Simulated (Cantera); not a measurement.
A closed system holds: 1 mol Si, 0.2 mol CO₂, a varied amount of N₂, equilibrated at 2075 K and 0.00133 bar.

Cantera equilibrium calculation (NASA polynomials, part measured and part estimated; ideal gas, pure solids and liquids). Candidate condensed phases: C, Si, SiC, SiO₂, Si₂N₂O, Si₃N₄; 34 gas species. Mutual solubility and eutectic melting of coexisting phases are not modelled. The tables' values for SiN are old estimates; treat these amounts as uncertain. Rates play no part.

x: gas mole fraction; n: condensed amount in mol.

```
n(N₂) (mol)   x N₂      x Si     x SiO      x CO  n Si(l)  n SiC(s)
-----------  -----  --------  --------  --------  -------  --------
5.4          0.855    0.0764    0.0432    0.0201    0.126    0.0546
11           0.906    0.0573    0.0185    0.0144        0         0
24           0.953    0.0300   0.00829   0.00760        0         0
49           0.976       [?]       [?]       [?]        0         0
100          0.988   0.00779   0.00198   0.00197        0         0
220          0.995       [?]       [?]       [?]        0         0
450          0.997   0.00176  0.000443  0.000443        0         0
940          0.999  0.000843  0.000213  0.000212        0         0
```

Task: Complete the blanks.

Result: 
- 220, x Si: 0.00358
- 220, x SiO: 0.000905
- 220, x CO: 0.000903
- 49, x Si: 0.0155
- 49, x SiO: 0.00404
- 49, x CO: 0.00393
